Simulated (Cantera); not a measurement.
Charge: 1 mol AlN, 0.13 mol O2, 0.34 mol H2, held at 1752 °C and 20.0 Pa.

Equilibrium computed with Cantera from the NASA thermochemical tables; the gas is ideal and each condensed phase is pure. Candidate condensed phases: Al, AlN, Al2O3, H2O; 35 gas species. The tables' values for AlOH are old estimates; treat these amounts as uncertain. Rates play no part.

Base state: N2 0.307, Al 0.298, H2 0.180, Al2O 0.157, H 0.0577, AlH 0.000473, AlOH 0.000244, AlO 0.000148 (mole fractions); condensed: Al2O3(s).

**Question.** What changes in the equilibrium state with this change: H2 from 0.34 to 42 mol?

**Answer.** 
```tsv
species	before	after
H2	0.180	0.846
H	0.0577	0.125
Al	0.298	0.0145
N2	0.307	0.0108
Al2O	0.157	0.00279
H2O	1.99e-5	0.000701
OH	6.67e-7	1.08e-5
Al2O3(s), mol	0.00140	0.0289
```

**Question.** What changes in the equilibrium state with this change: temperature from 1752 °C to 1077 °C?

**Answer.** 
```json
[
 {"species": "H2", "before": "0.180", "after": "0.797"},
 {"species": "N2", "before": "0.307", "after": "0.203"},
 {"species": "H", "before": "0.0577", "after": "0.000150"},
 {"species": "Al", "before": "0.298", "after": "1.65e-7"},
 {"species": "Al2O", "before": "0.157", "after": "2.16e-9"},
 {"species": "AlO", "before": "0.000148", "after": "<1e-9"},
 {"species": "AlH", "before": "0.000473", "after": "4.81e-9"},
 {"species": "Al2O3(s), mol", "before": "0.00140", "after": "0.0867"},
 {"species": "AlN(s), mol", "before": "0", "after": "0.827"}
]
```
Mutual solubility and eutectic melting of coexisting phases are not modelled.
